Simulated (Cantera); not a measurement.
## Catalytic stagnation flow on Pt

A jet of CH4 : O2 : N2 = 0.021 : 0.11 : 0.79 (molar parts), equivalence ratio 0.38 at 300 K and 29.3 Torr hits a platinum plate 4.4 cm away at a mass flux of 0.16 kg/m²/s; the plate temperature is set and raised in steps from an oxygen-covered start.

Computed with Cantera and Deutschmann's 1995 Pt surface mechanism with GRI-Mech 3.0 gas chemistry. Catalytic surfaces can have several steady states; this one follows from the mechanism file's or the stated starting coverage.

```tsv
plate T (K)	wall x CH4	wall x O2	wall x H2O	wall x OH	wall x CO	wall x CO2	θ free Pt	θ O*
950	0.0168	0.107	0.0111	7.95e-8	9.84e-6	0.00731	0.316	0.684
1000	0.0146	0.102	0.0152	2.31e-7	1.17e-5	0.00999	0.390	0.610
1050	0.0126	0.0978	0.0189	5.82e-7	1.36e-5	0.0124	0.463	0.537
1100	0.0109	0.0942	0.0220	1.32e-6	1.57e-5	0.0145	0.533	0.467
1150	0.00962	0.0914	0.0243	2.70e-6	1.84e-5	0.0161	0.599	0.401
1200	0.00854	0.0892	0.0262	5.15e-6	2.17e-5	0.0173	0.659	0.340
```
x: mole fraction at the wall; θ: surface coverage.
